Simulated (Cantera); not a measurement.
Feed: 1 mol CaCl₂, 0.046 mol HCl, 0.21 mol H₂, at 2073.15 K and 0.400 bar.

These are equilibrium values from Cantera (NASA tables, ideal gas, pure condensed phases), not measurements of a reactor. Candidate condensed phases: Ca, CaCl₂; 9 gas species. Kinetics and transport are ignored.

Problem. What is the equilibrium state?

Solution. 
```
Quantity                                 Value
-----------------------------------  ---------
x(CaCl₂)                                 0.791
x(H₂)                                    0.164
x(HCl)                                  0.0395
x(CaCl)                                0.00316
x(H)                                   0.00169
x(Cl)                                 0.000299
x(Ca)                                  4.97e-5
gas amount                           1.259 mol
log10 activity of CaCl₂(l) (absent)      -0.14
log10 activity of Ca(l) (absent)         -5.32
```
